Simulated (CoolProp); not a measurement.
Vapour-liquid equilibrium of propane (1) + dimethyl ether (2) at 313.3 K; x and y are mole fractions of (1).

Values from CoolProp's multi-fluid Helmholtz-energy mixture model, Lemmon 2009 and Wu 2011; pair parameters Bell 2016.

Task: Give the bubble pressure and the first vapour's composition at x = 0.35, 0.45, 0.55. Is there an azeotrope?

Result: x = 0.35: 1.204 MPa, y = 0.461; x = 0.45: 1.259 MPa, y = 0.544; x = 0.55: 1.303 MPa, y = 0.621. y crosses x between x = 0.85 and 0.95: the model has an azeotrope there.

The pair parameters rest on a limited set of measurements; away from them the model extrapolates.
